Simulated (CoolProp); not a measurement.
Toluene along the isotherm 620 K: fugacity coefficient from the reference equation and from simpler models built on Tc = 591.7 K, pc = 41.26 bar, ω = 0.266; each cubic takes its own stable root.

The numbers come from the reference Helmholtz-energy equation of state, Lemmon 2006 in CoolProp. It is a short technical equation, of lower accuracy than the large ones.

```json
[
 {"p (bar)": "7.94", "phase": "gas", "reference": "0.9402"},
 {"p (bar)": "15.9", "phase": "gas", "reference": "0.8819"},
 {"p (bar)": "23.8", "phase": "gas", "reference": "0.8255"},
 {"p (bar)": "31.7", "phase": "gas", "reference": "0.7701"},
 {"p (bar)": "39.7", "phase": "gas", "reference": "0.7147"},
 {"p (bar)": "47.6", "phase": "supercritical", "reference": "0.6602"},
 {"p (bar)": "55.5", "phase": "supercritical", "reference": "0.6045"},
 {"p (bar)": "63.5", "phase": "supercritical", "reference": "0.5508"},
 {"p (bar)": "71.4", "phase": "supercritical", "reference": "0.5071"},
 {"p (bar)": "79.4", "phase": "supercritical", "reference": "0.4712"},
 {"p (bar)": "87.3", "phase": "supercritical", "reference": "0.4419"},
 {"p (bar)": "95.2", "phase": "supercritical", "reference": "0.4174"},
 {"p (bar)": "103", "phase": "supercritical", "reference": "0.3970"}
]
```

### Question
How far does each simpler model (van der Waals, Soave-Redlich-Kwong, Peng-Robinson) lie from the reference over these 13 states: mean and median of the absolute difference, and the worst?

### Answer
- van der Waals: mean 5.3 %, median 4.4 %, worst +10.9 % at 620 K and 103 bar
- Soave-Redlich-Kwong: mean 4.3 %, median 3.9 %, worst +8.5 % at 620 K and 103 bar
- Peng-Robinson: mean 0.8 %, median 0.6 %, worst +2.0 % at 620 K and 103 bar
